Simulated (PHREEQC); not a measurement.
Consider water at 25 °C with 0.0059 mol Na2SeO4 and 0.0015 mol H2SO4 per kg of water. Closed to the air; pH follows from the charge balance.

Computed with PHREEQC (ion-association model, wateq4f.dat).

No solid was allowed to form.

Task: What pH does the model give?

Result: pH 2.66.

Task: In which forms is S present?

Result: SO4-2 85 %, HSO4- 12 %, NaSO4- 2.9 % of the S.
